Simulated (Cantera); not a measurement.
Cantera run:

```python
import numpy as np
import cantera as ct

gas_names = """
    N NO NO2 NO3 N2 N2O O O2 O3 Pb PbO Pb2
""".split()
cond_names = """
    Pb(cr) Pb(L) PbO(rd) PbO(yw) PbO(L) PbO2(s) Pb3O4(s)
""".split()


def load(file, names, dense=False):
    # The tables refer to 1 bar. Condensed volumes are neglected.
    table = {s.name: s for s in ct.Species.list_from_file(file)}
    out = []
    for n in names:
        d = dict(table[n].input_data)
        d["thermo"] = dict(d["thermo"], **{"reference-pressure": 1e5})
        if dense:
            d["equation-of-state"] = {"model": "constant-volume", "density": "1e6 g/cm^3"}
        out.append(ct.Species.from_dict(d))
    return out


gas = ct.Solution(thermo="ideal-gas", species=load("nasa_gas.yaml", gas_names))
cond = {s.name: ct.Solution(thermo="fixed-stoichiometry", species=[s], name=s.name)
        for s in load("nasa_condensed.yaml", cond_names, dense=True)}
atoms = {
    'Pb': {'Pb': 1},
    'O2': {'O': 2},
    'N2': {'N': 2},
}
top_T = {'Pb3O4(s)': 820}  # K; cautious upper limits of use, not melting points


def equilibrate(T, P, feed):
    n = {}
    for name, mol in feed.items():
        for a, k in atoms[name].items():
            n[a] = n.get(a, 0.0) + k * mol
    gas.TPX = T, P, n
    mass = sum(n.values()) * gas.mean_molecular_weight
    gas.equilibrate("TP")
    valid = [c for c in cond.values() if c.min_temp <= T <= top_T.get(c.name, c.max_temp)]
    mix = ct.Mixture([(gas, mass / gas.mean_molecular_weight)] + [(c, 0.0) for c in valid])
    mix.T, mix.P = T, P
    mix.equilibrate("TP", solver="vcs", rtol=1e-11, max_steps=5000)
    return mix


results = []
T = 698  # K
P = 13332.2  # Pa
for m in [0.16, 0.2, 0.26, 0.34, 0.44, 0.57, 0.74]:
    feed = {'Pb': 1, 'O2': m, 'N2': 1.5}  # mol
    mix = equilibrate(T, P, feed)
    results.append((T, P, feed, dict(zip(mix.species_names, mix.species_moles))))

top = {s: max(r[3][s] / sum(r[3][g] for g in gas_names) for r in results) for s in gas_names}
cols = sorted((s for s in top if top[s] > 0.001), key=lambda s: -top[s])[:9]
seen = [c for c in cond_names if any(r[3].get(c, 0) > 1e-12 for r in results)]
print("log10 of partial pressures in bar; condensed amounts in mol")
print(f"{'n(O2)':>10s}" + "".join(f"{s[:9]:>10s}" for s in cols + seen))
for T, P, feed, n in results:
    ng = sum(n[g] for g in gas_names)
    print(f"{feed['O2']:10.4g}" + "".join(f"{np.log10(max(n[s] / ng * P / 1e5, 1e-99)):10.3f}" for s in cols)
          + "".join(f"{n.get(c, 0):10.4g}" for c in seen))
```

Result:

```
log10 of partial pressures in bar; condensed amounts in mol
     n(O2)        N2        O2     Pb(L)   PbO(rd)
      0.16    -0.875   -22.376      0.68      0.32
       0.2    -0.875   -22.376       0.6       0.4
      0.26    -0.875   -22.376      0.48      0.52
      0.34    -0.875   -22.376      0.32      0.68
      0.44    -0.875   -22.376      0.12      0.88
      0.57    -0.895    -2.226         0         1
      0.74    -0.940    -1.735         0         1
```

Cantera equilibrium calculation (NASA polynomials, part measured and part estimated; ideal gas, pure solids and liquids).
